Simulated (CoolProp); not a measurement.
A simple Rankine cycle with fluoroethane (R161): condensing at 308.15 K, boiler at 3.22 MPa, turbine inlet 367.1 K, turbine efficiency 0.9, pump efficiency 0.6, no recuperator. Each further row changes one setting.

The numbers come from the reference Helmholtz-energy equation of state, Wu 2012 in CoolProp.

| case | thermal efficiency (%) | net work (kJ/kg) | heat in (kJ/kg) | turbine exit temperature (K) | volume ratio over the turbine |
|---|---|---|---|---|---|
| as stated | 9.3 | 33.9 | 362 | 312.2 | 2.69 |
| turbine inlet 387.1 K | 9.8 | 39.8 | 407 | 335.6 | 2.63 |
| condensing temperature 300.15 K | 10.9 | 41.5 | 381 | 301.9 | 3.29 |
| boiler pressure 2.25 MPa | 6.6 | 25.8 | 392 | 335.5 | 1.83 |
| turbine efficiency 0.8 | 8.2 | 29.6 | 362 | 314.8 | 2.73 |
